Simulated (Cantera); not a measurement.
Cantera with NASA thermochemical tables; ideal gases at 1 bar, condensed phases pure. Values are per mole of reaction as written; species without (g) are pure solids or liquids, kept so even where they would boil at 1 bar.

BaF2 + 2 OH(g) ⇌ Ba(OH)2 + F2(g)

```csv
T (K),ΔH° (kJ),ΔS° (J/K),ΔG° (kJ),log10 K,condensed phases
300,183.5,-153.9,229.7,-39.99,"BaF2(s), Ba(OH)2(s)"
1923,___,___,___,___,"BaF2(l), Ba(OH)2(l)"
2023,192.0,-122.2,439.3,-11.34,"BaF2(l), Ba(OH)2(l)"
2123,___,___,___,___,"BaF2(l), Ba(OH)2(l)"
2223,194.0,-121.3,463.6,-10.89,"BaF2(l), Ba(OH)2(l)"
2323,194.9,-120.9,475.7,-10.70,"BaF2(l), Ba(OH)2(l)"
2423,195.7,-120.5,487.8,-10.52,"BaF2(l), Ba(OH)2(l)"
2523,196.5,-120.2,499.8,-10.35,"BaF2(l), Ba(OH)2(l)"
2623,197.3,-119.9,511.8,-10.19,"BaF2(l), Ba(OH)2(l)"
```

**Question.** What belongs in the gaps?

**Answer.** 
- 1923, ΔH° (kJ): 190.9
- 1923, ΔS° (J/K): -122.8
- 1923, ΔG° (kJ): 427.0
- 1923, log10 K: -11.60
- 2123, ΔH° (kJ): 193.0
- 2123, ΔS° (J/K): -121.7
- 2123, ΔG° (kJ): 451.5
- 2123, log10 K: -11.11
